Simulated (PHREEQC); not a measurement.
1 kg of water holding 0.11 mol NaCl, 0.13 mol K2SO4 and 0.49 mol Na2SO4 is evaporated at 30 °C; the solids stay in contact with the brine. The system is closed to CO2. The run lets Arcanite, Glaserite, Halite, Mirabilite, Misenite, Sylvite, Thenardite precipitate or redissolve, and no other solid.

Base run: PHREEQC, Pitzer model, pitzer.dat. Each further column changes one thing. The table gives water activity.

```
H2O removed (mol)   base  temperature from 30 to 5 °C  temperature from 30 to 75 °C
-----------------  -----  ---------------------------  ----------------------------
0                  0.974                        0.977                         0.974
9.886              0.969                        0.975                         0.969
24.69              0.956                        0.971                         0.955
30.18              0.947                        0.967                         0.945
34.69              0.936                        0.962                         0.934
41.44              0.903                        0.952                         0.903
43.95              0.885                        0.946                         0.884
46.01              0.863                        0.935                         0.864
49.09              0.843                        0.863                         0.855
50.23              0.840                        0.767                         0.852
```

 At this temperature some constants are extrapolated from 25 °C, and those without enthalpy data are left unchanged.
